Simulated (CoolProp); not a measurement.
Saturation properties of R142b (Tc = 137.1 °C, pc = 40.55 bar, ω = 0.232).

Computed with CoolProp (reference Helmholtz-energy equation of state, Lemmon 2006). It is a short technical equation, of lower accuracy than the large ones.

```csv
T (°C),p (bar),liquid cp (kJ/(kg K)),vapour Z,liquid viscosity (µPa s)
-29.65,?,?,0.9780,437
-19.65,0.6477,1.212,0.9696,385
-9.55,?,1.232,0.9592,?
0.45,1.471,1.253,0.9467,302
10.45,2.105,1.276,0.9321,270
20.55,2.939,1.302,0.9148,242
30.55,?,1.329,0.8953,217
40.55,5.307,1.360,0.8730,195
50.65,6.940,?,0.8476,?
60.65,8.897,1.436,0.8194,158
70.65,11.24,?,0.7876,142
80.75,14.03,1.545,0.7515,127
```

Question: Fill in the missing entries.

Answer: 
- -29.65, p (bar): 0.4060
- -29.65, liquid cp (kJ/(kg K)): 1.193
- -9.55, p (bar): 0.9958
- -9.55, liquid viscosity (µPa s): 340
- 30.55, p (bar): 3.992
- 50.65, liquid cp (kJ/(kg K)): 1.396
- 50.65, liquid viscosity (µPa s): 175
- 70.65, liquid cp (kJ/(kg K)): 1.485

It boils at -9.1 °C under 1 atm.

Viscosity comes from a separate model (Huber 2003), an estimate that may be off by 10 % or more.
